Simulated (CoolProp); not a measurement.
Values from CoolProp's reference Helmholtz-energy equation of state, Gao 2020.

Task: For ammonia, give the phase and the cv (kJ/(kg K)), conductivity (mW/(m K)), Prandtl number at 443.2 K and 0.446 MPa; 690.9 K and 0.446 MPa.

Result: 
- 443.2 K and 0.446 MPa: gas; cv 1.88, conductivity 44.1, Prandtl number 0.852
- 690.9 K and 0.446 MPa: gas; cv 2.32, conductivity 78.0, Prandtl number 0.906

Viscosity comes from a separate model (Fenghour 1995). Thermal conductivity comes from a separate model (Tufeu 1984).
